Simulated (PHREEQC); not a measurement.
0.027 g of hydrous ferric oxide (600 m²/g; 0.2 weak and 0.005 strong sites per Fe, Dzombak-Morel constants, diffuse double layer) in 1 kg of water with 0.3 mol/kgw of an inert sodium salt and 2.1e-06 mol/kgw BaCl2, at 25 °C; the pH is set by adding NaOH or the inert anion's acid. Oxygen alone is held at its pressure in air (log pO2 = -0.68). No CO2 enters from the air. Nothing may precipitate in this run.

Base run: PHREEQC, ion-association model, wateq4f.dat. Each further column changes one thing. The table gives surface charge σ (C/m²).

```json
[
 {"pH": "3", "base": "0.368", "background salt from 0.3 to 0.03 mol/kgw": "___", "oxide from 0.027 to 0.14 g/kgw": "0.368", "0.00014 mol/kgw CuCl2 added": "0.368"},
 {"pH": "3.67", "base": "0.359", "background salt from 0.3 to 0.03 mol/kgw": "0.305", "oxide from 0.027 to 0.14 g/kgw": "0.359", "0.00014 mol/kgw CuCl2 added": "0.359"},
 {"pH": "5", "base": "0.269", "background salt from 0.3 to 0.03 mol/kgw": "___", "oxide from 0.027 to 0.14 g/kgw": "0.269", "0.00014 mol/kgw CuCl2 added": "___"},
 {"pH": "5.67", "base": "0.191", "background salt from 0.3 to 0.03 mol/kgw": "0.097", "oxide from 0.027 to 0.14 g/kgw": "0.191", "0.00014 mol/kgw CuCl2 added": "0.237"},
 {"pH": "6.33", "base": "0.121", "background salt from 0.3 to 0.03 mol/kgw": "0.056", "oxide from 0.027 to 0.14 g/kgw": "0.121", "0.00014 mol/kgw CuCl2 added": "___"},
 {"pH": "7.67", "base": "0.024", "background salt from 0.3 to 0.03 mol/kgw": "0.010", "oxide from 0.027 to 0.14 g/kgw": "0.024", "0.00014 mol/kgw CuCl2 added": "0.203"},
 {"pH": "8.33", "base": "-0.011", "background salt from 0.3 to 0.03 mol/kgw": "-0.004", "oxide from 0.027 to 0.14 g/kgw": "-0.011", "0.00014 mol/kgw CuCl2 added": "___"},
 {"pH": "9", "base": "-0.048", "background salt from 0.3 to 0.03 mol/kgw": "___", "oxide from 0.027 to 0.14 g/kgw": "-0.050", "0.00014 mol/kgw CuCl2 added": "0.047"},
 {"pH": "10.33", "base": "-0.156", "background salt from 0.3 to 0.03 mol/kgw": "-0.075", "oxide from 0.027 to 0.14 g/kgw": "-0.163", "0.00014 mol/kgw CuCl2 added": "-0.048"},
 {"pH": "11", "base": "-0.228", "background salt from 0.3 to 0.03 mol/kgw": "-0.127", "oxide from 0.027 to 0.14 g/kgw": "-0.240", "0.00014 mol/kgw CuCl2 added": "___"}
]
```

Some entries are withheld; supply them.


- 3, background salt from 0.3 to 0.03 mol/kgw: 0.350
- 5, background salt from 0.3 to 0.03 mol/kgw: 0.157
- 5, 0.00014 mol/kgw CuCl2 added: 0.274
- 6.33, 0.00014 mol/kgw CuCl2 added: 0.264
- 8.33, 0.00014 mol/kgw CuCl2 added: 0.113
- 9, background salt from 0.3 to 0.03 mol/kgw: -0.019
- 11, 0.00014 mol/kgw CuCl2 added: -0.115

The oxide is taken as insoluble; below pH 4 it would dissolve. In at least one series the solution becomes supersaturated in solids that the run did not let form, among them Cu(OH)2, Atacamite. The database's constant for dissolved Cu(OH)2 is higher than later reviews accept.
